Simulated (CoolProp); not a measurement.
Vapour-liquid equilibrium of n-hexane (1) + p-xylene (2) at 0.023 MPa; x and y are mole fractions of (1).

Computed with CoolProp (multi-fluid Helmholtz-energy mixture model, Thol 2019 and Zhou 2012; pair parameters Bell 2016).

```csv
x,bubble temperature (°C),y at the bubble point,dew temperature at overall composition x (°C),liquid density (mol/L)
0.05,78.9,0.377,89.1,7.596
0.125,66.8,0.644,87.0,7.662
0.2,58.6,0.769,84.8,7.696
0.275,52.7,0.838,82.4,7.712
0.35,48.1,0.881,79.9,7.716
0.425,44.5,0.910,77.0,7.711
0.5,41.4,0.931,73.9,7.701
0.575,38.8,0.947,70.5,7.687
0.65,36.6,0.960,66.5,7.670
0.725,34.5,0.970,61.8,7.650
0.8,32.6,0.980,56.1,7.629
0.875,30.9,0.988,48.8,7.606
0.95,29.2,0.995,38.3,7.582
```

No azeotrope shows between x = 0.05 and 0.95.

Pair parameters are fitted to limited data, so mixtures are less certain than the pure fluids.
